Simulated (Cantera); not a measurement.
Input (Python, Cantera) and output of one run.

```python
import numpy as np
import cantera as ct

gas_names = """
    AL ALH ALN ALO ALOH ALO2 ALO2H AL2 AL2O AL2O2 H HALO HNO HNO2 HNO3 HO2 H2 H2O H2O2 N NH NH2 NH3
    NH2OH NO NO2 NO3 N2 N2H2 N2H4 N2O O OH O2 O3
""".split()
cond_names = """
    AL(cr) AL(L) ALN(s) AL2O3(a) AL2O3(L) H2O(s) H2O(L)
""".split()


# ... load() reads the species with a 1 bar reference pressure and builds the phases ...
atoms = {
    'Al': {'AL': 1},
    'N2O': {'N': 2, 'O': 1},
    'H2': {'H': 2},
}
top_T = {'ALN(s)': 2750}  # K; cautious upper limits of use, not melting points


# ... equilibrate(T, P, feed) seeds the gas with the atoms and calls Mixture.equilibrate('TP', solver="vcs", rtol=1e-11, max_steps=5000) ...
results = []
feed = {'Al': 1, 'N2O': 14, 'H2': 42}  # mol
T = 898.15  # K
P = 133.322  # Pa
mix = equilibrate(T, P, feed)
results.append((T, P, feed, dict(zip(mix.species_names, mix.species_moles))))
print(gas.report(threshold=1e-05))
for i in range(1, mix.n_phases):
    print(f"{mix.phase(i).name:16s} {mix.phase_moles(i):12.5e} mol")
```

Result:

```
       temperature   898.15 K
          pressure   133.32 Pa
           density   0.00021579 kg/m^3
  mean mol. weight   12.087 kg/kmol
   phase of matter   gas

                          1 kg             1 kmol
                     ---------------   ---------------
          enthalpy       -2.9185e+06       -3.5274e+07  J
   internal energy       -3.5363e+06       -4.2742e+07  J
           entropy             21224        2.5653e+05  J/K
    Gibbs function       -2.1981e+07       -2.6568e+08  J
 heat capacity c_p            2708.1             32732  J/K
 heat capacity c_v            2020.2             24418  J/K

                      mass frac. Y      mole frac. X     chem. pot. / RT
                     ---------------   ---------------   ---------------
                H2          0.087865           0.52679           -24.506
               H2O            0.3327           0.22321           -65.042
                N2           0.57944              0.25           -32.599
     [  +32 minor]        4.4176e-07        3.1557e-07

AL(cr)            0.00000e+00 mol
ALN(s)            0.00000e+00 mol
AL2O3(a)          5.00000e-01 mol
```

Cantera equilibrium calculation (NASA polynomials, part measured and part estimated; ideal gas, pure solids and liquids).
